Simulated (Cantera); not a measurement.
An adiabatic, constant-volume homogeneous reactor starts with CH₄ : O₂ : N₂ = 1 : 5.41 : 20.3 (molar parts), at 1150 K and 7500 Torr. Integrator tolerance rtol = 1e-08.

Model: GRI-Mech 3.0 (53 species, 325 reactions), integrated in Cantera.

Q: What does this change do: initial temperature 1150 to 1000 K?

A: 
```csv
quantity,before,after
time of steepest temperature rise,6.03 ms,66.1 ms
temperature at 2.00 s,2151 K,2029 K
equilibrium temperature,2151 K,2029 K
x(CH₄) at 2.00 s,<1e-12 (gas-phase equilibrium <1e-12),<1e-12 (gas-phase equilibrium <1e-12)
x(O₂) at 2.00 s,0.123 (gas-phase equilibrium 0.123),0.124 (gas-phase equilibrium 0.124)
x(CH₂O) at 2.00 s,<1e-12 (gas-phase equilibrium <1e-12),<1e-12 (gas-phase equilibrium <1e-12)
x(H) at 2.00 s,6.32e-6 (gas-phase equilibrium 6.32e-6),1.82e-6 (gas-phase equilibrium 1.82e-6)
x(C₂H₆) at 2.00 s,<1e-12 (gas-phase equilibrium <1e-12),<1e-12 (gas-phase equilibrium <1e-12)
```
